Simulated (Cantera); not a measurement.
Pyrogenic steam for wet oxidation

An isothermal, constant-pressure homogeneous reactor starts with 4.33 % H₂, 5.04 % O₂, 90.6 % N₂, equivalence ratio 0.43, at 800 K and 100.0 Torr.

Cantera simulation using GRI-Mech 3.0 (53 species, 325 reactions); the numbers are that mechanism's predictions, not measurements. Radical loss at walls, strong at low pressure, is not modelled. Below about 950 K walls govern HO2 and H2O2 in real vessels. The temperature is held fixed by assumption; the heat of reaction is taken as removed at once.

| t (s) | x H₂ | x O₂ | x HO₂ | x OH | x NO | x NO₂ |
|---|---|---|---|---|---|---|
| 5.00e-5 | 0.0433 | 0.0504 | <1e-12 | <1e-12 | <1e-12 | <1e-12 |
| 0.000229 | 0.0433 | 0.0504 | <1e-12 | <1e-12 | <1e-12 | <1e-12 |
| 0.00105 | 0.0433 | 0.0504 | <1e-12 | <1e-12 | <1e-12 | <1e-12 |
| 0.00478 | 0.0433 | 0.0504 | 3.71e-12 | <1e-12 | <1e-12 | <1e-12 |
| 0.0219 | 0.0433 | 0.0504 | 6.13e-11 | <1e-12 | <1e-12 | <1e-12 |
| 0.100 | 0.0433 | 0.0504 | 1.64e-9 | <1e-12 | <1e-12 | <1e-12 |
| 0.457 | 0.0295 | 0.0438 | 7.57e-6 | 4.67e-5 | 2.87e-9 | <1e-12 |
| 2.09 | 0.00744 | 0.0329 | 1.39e-6 | 8.35e-10 | 8.96e-10 | 6.51e-9 |
| 9.56 | 0.00731 | 0.0329 | 2.22e-6 | 2.82e-9 | 1.49e-9 | 5.91e-9 |
| 43.7 | 0.00564 | 0.0320 | 2.73e-6 | 6.56e-9 | 1.87e-9 | 5.54e-9 |
| 200 | 0.00141 | 0.0300 | 1.60e-6 | 6.97e-9 | 1.13e-9 | 6.29e-9 |
x: mole fraction; the columns are a selection and need not sum to one.

Equilibrium at this temperature and pressure: H₂ <1e-12, O₂ 0.0293, HO₂ 1.57e-12, OH 5.89e-10, NO 8.17e-7, NO₂ 3.43e-8 (gas phase only).
